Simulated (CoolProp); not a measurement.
CH2F2 (R32) at several states: density (kg/m³) from the reference equation and from simpler models built on Tc = 351.3 K, pc = 5.783 MPa, ω = 0.277; each cubic takes its own stable root.

The numbers come from the reference Helmholtz-energy equation of state, Tillner-Roth 1997 in CoolProp.

```tsv
T (K)	p (MPa)	phase	reference	van der Waals	Redlich-Kwong	Soave-Redlich-Kwong	Peng-Robinson
171.9	0.0921	liquid	1342	3.437	1009	1032	1160
215.9	0.501	liquid	1229	15.89	924.4	957.0	1080
226	0.0113	gas	0.3141	0.3134	0.3136	0.3137	0.3137
362.5	9.59	supercritical	664.3	430.1	498.8	483.3	530.3
310.6	10.4	liquid	962.2	538.1	718.3	742.8	836.9
283.8	34.1	liquid	1118	637.2	870.6	888.4	996.4
```

At some of these states van der Waals gives the other phase, because its saturation line lies elsewhere.
